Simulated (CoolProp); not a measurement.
The fluid at 576.78 K and 2.24 MPa is throttled through a valve to 0.583 MPa with no heat exchange. The same conditions are run with several fluids, on thermodynamics alone (safety and materials aside).

Values from CoolProp's reference Helmholtz-energy equation of state of each fluid (dry air: Lemmon 2000; ethane: Bücker 2006; ethanol: Schroeder 2014; oxygen: Schmidt 1985; carbonyl sulfide: Lemmon 2006). Blends and air are pseudo-pure fits.

Question: Rank dry air, ethane, ethanol, oxygen, carbonyl sulfide by temperature change (K), highest first.

Answer: dry air (-0.3), oxygen (-0.7), ethane (-3.1), carbonyl sulfide (-7.7), ethanol (-10.4)

```json
[
 {"fluid": "dry air", "final density (kg/m³)": "3.52"},
 {"fluid": "ethane", "final density (kg/m³)": "3.69"},
 {"fluid": "ethanol", "final density (kg/m³)": "5.81"},
 {"fluid": "oxygen", "final density (kg/m³)": "3.89"},
 {"fluid": "carbonyl sulfide", "final density (kg/m³)": "7.46"}
]
```

Above 300 K oxygen's equation is extrapolated.
